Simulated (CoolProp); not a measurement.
Vapour-liquid equilibrium of propylene (1) + acetone (2) at 72.6 kPa; x and y are mole fractions of (1).

The numbers come from the multi-fluid Helmholtz-energy mixture model, Lemmon 2013 and Lemmon 2006; pair parameters Bell 2016 in CoolProp.

```csv
x,bubble temperature (K),y at the bubble point,dew temperature at overall composition x (K),liquid density (mol/L)
0.05,269.3,0.898,318.4,14.03
0.2,230.5,0.993,313.8,14.71
0.35,223.1,0.996,308.5,14.81
0.5,221.6,0.997,302.1,14.79
0.65,221.5,0.997,293.9,14.73
0.8,221.1,0.997,282.1,14.69
0.95,219.4,0.999,257.2,14.69
```

No azeotrope shows between x = 0.05 and 0.95.

The pair parameters rest on a limited set of measurements; away from them the model extrapolates. With so large a gap from Raoult's law the liquid may split in two, which this calculation doesn't test in full.
